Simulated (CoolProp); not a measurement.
cis-2-butene at several states: fugacity coefficient from the reference equation and from simpler models built on Tc = 435.8 K, pc = 42.36 bar, ω = 0.202; each cubic takes its own stable root.

Computed with CoolProp (reference Helmholtz-energy equation of state, Lemmon 2005). It is a short technical equation, of lower accuracy than the large ones.

```json
[
 {"T (K)": "500.8", "p (bar)": "6.02", "phase": "gas", "reference": "0.9690", "van der Waals": "0.9702", "Redlich-Kwong": "0.9681", "Soave-Redlich-Kwong": "0.9701"},
 {"T (K)": "262.7", "p (bar)": "178", "phase": "liquid", "reference": "0.006189", "van der Waals": "0.05647", "Redlich-Kwong": "0.01051", "Soave-Redlich-Kwong": "0.006520"},
 {"T (K)": "225.6", "p (bar)": "0.913", "phase": "liquid", "reference": "0.09190", "van der Waals": "0.9713", "Redlich-Kwong": "0.1670", "Soave-Redlich-Kwong": "0.09160"},
 {"T (K)": "387.4", "p (bar)": "0.237", "phase": "gas", "reference": "0.9971", "van der Waals": "0.9978", "Redlich-Kwong": "0.9973", "Soave-Redlich-Kwong": "0.9972"},
 {"T (K)": "271.6", "p (bar)": "241", "phase": "liquid", "reference": "0.008181", "van der Waals": "0.06954", "Redlich-Kwong": "0.01372", "Soave-Redlich-Kwong": "0.008763"}
]
```

At some of these states van der Waals gives the other phase, because its saturation line lies elsewhere.
